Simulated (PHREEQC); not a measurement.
Consider water at 25 °C with 40 mmol/kgw HCl, 5 mmol/kgw CuSO4 and 32 mmol/kgw MnSO4. Closed to the air; pH follows from the charge balance.

All values are PHREEQC results (ion-association model, phreeqc.dat), not measurements.

Precipitation was switched off in this run.

### Question
Order these Cu species by the share of Cu that they hold, largest first: CuSO4, Cu+2, CuCl+.

### Answer
Cu+2 (71 %), CuSO4 (27 %), CuCl+ (2.8 %)

### Question
Order these Mn species by the share of Mn that they hold, largest first: MnSO4, MnCl+, Mn+2.

### Answer
Mn+2 (72 %), MnSO4 (24 %), MnCl+ (4.2 %)

The pH is 1.67 and the ionic strength 0.122 mol/kgw.
